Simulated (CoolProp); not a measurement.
The numbers come from the reference Helmholtz-energy equation of state, Lemmon 2013 in CoolProp.

### Question
For propylene, give the phase and the viscosity (µPa s) at 387.5 K and 1.01 bar; 400.9 K and 1.01 bar.

### Answer
- 387.5 K and 1.01 bar: gas; viscosity 11.1
- 400.9 K and 1.01 bar: gas; viscosity 11.5

Viscosity comes from a separate model (Huber 2003), an estimate that may be off by 10 % or more.
